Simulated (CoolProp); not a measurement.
Saturation properties of dimethyl ether.

The numbers come from the reference Helmholtz-energy equation of state, Wu 2011 in CoolProp.

```
T (°C)  p (kPa)  vapour density (kg/m³)  enthalpy of vaporisation (kJ/kg)  surface tension (mN/m)  liquid viscosity (µPa s)
------  -------  ----------------------  --------------------------------  ----------------------  ------------------------
-66.15    10.93                  0.2950                             509.8                    25.3                       380
-61.05    15.20                  0.4011                             504.5                    24.4                       347
-55.95    20.76                  0.5362                             499.2                    23.6                       319
-50.85    27.88                  0.7057                             493.8                    22.8                       294
-45.65    37.07                  0.9200                             488.3                    21.9                       272
-40.55    48.32                   1.178                             482.8                    21.1                       253
-35.45    62.17                   1.489                             477.2                    20.3                       236
-30.35    79.01                   1.861                             471.5                    19.5                       222
-25.15    99.71                   2.313                             465.6                    18.7                       208
-20.05    124.0                   2.834                             459.7                    17.9                       197
-14.95    152.6                   3.442                             453.6                    17.1                       186
-9.85     186.1                   4.146                             447.4                    16.4                       176
-4.65     225.9                   4.974                             440.9                    15.6                       167
0.45      270.9                   5.905                             434.4                    14.8                       159
```

It boils at -24.8 °C under 1 atm.

Viscosity comes from a separate model (Meng 2012). Surface tension comes from a separate correlation (Mulero 2012).
